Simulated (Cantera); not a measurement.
A closed system holds: 1 mol Ta, 0.024 mol O2, 85 mol H2, at 2325 K and 10.0 mbar.

These are equilibrium values from Cantera (NASA tables, ideal gas, pure condensed phases), not measurements of a reactor. Candidate condensed phases: H2O, Ta, Ta2O5; 12 gas species. Condensed phases not in the tables: N, O or C dissolved in the metal. Equilibrium is a limit: real reactors are often held back by kinetics, nucleation or transport.

### Question
What is the equilibrium state?

### Answer
| Property | Result |
|---|---|
| x(H2) | 0.895 |
| x(H) | 0.104 |
| x(H2O) | 0.000307 |
| x(TaO) | 0.000139 |
| x(TaO2) | 4.11e-5 |
| x(OH) | 5.96e-6 |
| n(Ta(s)) | 0.984 mol |
| gas amount | 89.68 mol |
| log10 activity of Ta2O5(l) (absent) | -5.89 |
